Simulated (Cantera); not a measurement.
A perfectly stirred reactor is fed with CH4 : O2 : N2 = 1 : 3.64 : 26.2 (molar parts), equivalence ratio 0.55, at 130000 Pa; it is adiabatic with a 600 K inlet, and is followed from long to short residence time, starting on the burning branch (τ in s: 0.036, 0.013, 0.005, 0.0018, 0.00069, 0.00026, 9.6e-05, 3.6e-05, 1.3e-05, 5e-06).

Computed with Cantera and GRI-Mech 3.0 (53 species, 325 reactions).

Problem. What does this change do: 1.1 parts CO2 added?

Solution. 
```tsv
quantity	before	after
blow-out, bracketed by the residence times tried	burning at 13.0 ms, out at 5.00 ms	not reached
x(CH4) at τ = 36.0 ms	9.76e-5	0.0313
x(O2) at τ = 36.0 ms	0.0538	0.114
x(NO) at τ = 36.0 ms	4.30e-7	<1e-12
x(C2H6) at τ = 36.0 ms	7.10e-8	<1e-12
x(H) at τ = 36.0 ms	1.23e-5	<1e-12
x(CH4) at τ = 0.260 ms	0.0324	0.0313
x(O2) at τ = 0.260 ms	0.118	0.114
x(NO) at τ = 0.260 ms	<1e-12	<1e-12
x(C2H6) at τ = 0.260 ms	<1e-12	<1e-12
x(H) at τ = 0.260 ms	<1e-12	<1e-12
state	not reached	not burning at any residence time tried
```

Problem. What does this change do: N2 26.2 to 33 parts?

Solution. 
```json
[
 {"quantity": "blow-out, bracketed by the residence times tried", "before": "burning at 13.0 ms, out at 5.00 ms", "after": "not reached"},
 {"quantity": "x(CH4) at τ = 36.0 ms", "before": "9.76e-5", "after": "0.0266"},
 {"quantity": "x(O2) at τ = 36.0 ms", "before": "0.0538", "after": "0.0967"},
 {"quantity": "x(NO) at τ = 36.0 ms", "before": "4.30e-7", "after": "<1e-12"},
 {"quantity": "x(C2H6) at τ = 36.0 ms", "before": "7.10e-8", "after": "<1e-12"},
 {"quantity": "x(H) at τ = 36.0 ms", "before": "1.23e-5", "after": "<1e-12"},
 {"quantity": "x(CH4) at τ = 0.260 ms", "before": "0.0324", "after": "0.0266"},
 {"quantity": "x(O2) at τ = 0.260 ms", "before": "0.118", "after": "0.0967"},
 {"quantity": "x(NO) at τ = 0.260 ms", "before": "<1e-12", "after": "<1e-12"},
 {"quantity": "x(C2H6) at τ = 0.260 ms", "before": "<1e-12", "after": "<1e-12"},
 {"quantity": "x(H) at τ = 0.260 ms", "before": "<1e-12", "after": "<1e-12"},
 {"quantity": "state", "before": "not reached", "after": "not burning at any residence time tried"}
]
```

Problem. What does this change do: 0.17 parts H2 added?

Solution. 
```json
[
 {"quantity": "blow-out, bracketed by the residence times tried", "before": "burning at 13.0 ms, out at 5.00 ms", "after": "burning at 5.00 ms, out at 1.80 ms"},
 {"quantity": "x(CH4) at τ = 36.0 ms", "before": "9.76e-5", "after": "6.98e-5"},
 {"quantity": "x(O2) at τ = 36.0 ms", "before": "0.0538", "after": "0.0507"},
 {"quantity": "x(NO) at τ = 36.0 ms", "before": "4.30e-7", "after": "7.27e-7"},
 {"quantity": "x(C2H6) at τ = 36.0 ms", "before": "7.10e-8", "after": "3.09e-8"},
 {"quantity": "x(H) at τ = 36.0 ms", "before": "1.23e-5", "after": "1.57e-5"},
 {"quantity": "x(CH4) at τ = 0.260 ms", "before": "0.0324", "after": "0.0322"},
 {"quantity": "x(O2) at τ = 0.260 ms", "before": "0.118", "after": "0.117"},
 {"quantity": "x(NO) at τ = 0.260 ms", "before": "<1e-12", "after": "<1e-12"},
 {"quantity": "x(C2H6) at τ = 0.260 ms", "before": "<1e-12", "after": "<1e-12"},
 {"quantity": "x(H) at τ = 0.260 ms", "before": "<1e-12", "after": "<1e-12"}
]
```
